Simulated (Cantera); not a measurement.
A perfectly stirred reactor is fed with C₂H₆ : N₂ = 1 : 47 (molar parts), at 0.0133 bar; it is held at 1200 K, and followed from long to short residence time.

Detailed kinetics in Cantera: GRI-Mech 3.0 (53 species, 325 reactions). GRI-Mech 3.0 stops at C3 and has no aromatics, soot or wall deposition, so with more carbon than oxygen in the feed, carbon stays in small species such as C2H2 where larger ones or solid carbon would form. Radical loss at walls, strong at low pressure, is not modelled.

```
quantity                  before     after
----------------------  --------  --------
x(C₂H₆) at τ = 0.910 s   0.00452   3.33e-6
x(CH₂) at τ = 0.910 s    1.18e-8   7.04e-6
x(C₂H₂) at τ = 0.910 s   0.00433    0.0190
x(CH₄) at τ = 0.910 s    0.00344  0.000634
x(C₂H) at τ = 0.910 s   3.77e-10   5.80e-6
x(C₂H₆) at τ = 9.90 ms    0.0206  0.000268
x(CH₂) at τ = 9.90 ms    2.87e-9   5.11e-5
x(C₂H₂) at τ = 9.90 ms   2.50e-7    0.0153
x(CH₄) at τ = 9.90 ms    1.85e-5   0.00318
x(C₂H) at τ = 9.90 ms     <1e-12   8.56e-6
```

Question: Name the change that produced these shifts.
(A) C2H6 1 to 0.4 parts
(B) temperature 1200 to 1900 K
(C) pressure from 0.0133 bar to 0.133 bar
(D) C2H6 1 to 9.8 parts

Answer: B, temperature 1200 to 1900 K
